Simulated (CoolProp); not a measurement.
Saturated liquid density (kg/m³) of tetradecamethylhexasiloxane (MD4M): the reference equation beside estimates from Tc = 380.0 °C, pc = 0.8286 MPa, ω = 0.800. Rackett uses Z = 0.29056 − 0.08775 ω.

Model: reference Helmholtz-energy equation of state, Thol 2019, in CoolProp.

| T (°C) | reference | Rackett | van der Waals | Redlich-Kwong |
|---|---|---|---|---|
| 236.55 | 667.2 | 847.5 | 369.3 | 525.0 |
| 242.05 | 660.4 | 838.3 | 365.7 | 518.7 |
| 247.55 | 653.6 | 829.0 | 362.1 | 512.2 |
| 253.05 | 646.5 | 819.5 | 358.5 | 505.6 |
| 258.55 | 639.4 | 809.8 | 354.7 | 498.8 |
| 264.05 | 632.1 | 799.9 | 350.8 | 491.8 |
| 269.45 | … | 789.9 | 346.9 | 484.8 |
| 274.95 | 617.1 | 779.6 | 342.9 | 477.5 |
| 280.45 | 609.3 | 769.0 | … | 470.0 |
| 285.95 | 601.3 | 758.2 | … | 462.2 |

Q: Some entries are withheld; supply them.

A: 
- 269.45, reference: 624.8
- 280.45, van der Waals: 338.7
- 285.95, van der Waals: 334.4

Absolute difference from the reference over all 10 rows, mean and median: Rackett 26.6 and 26.6 %, van der Waals 44.5 and 44.5 %, Redlich-Kwong 22.1 and 22.1 %.
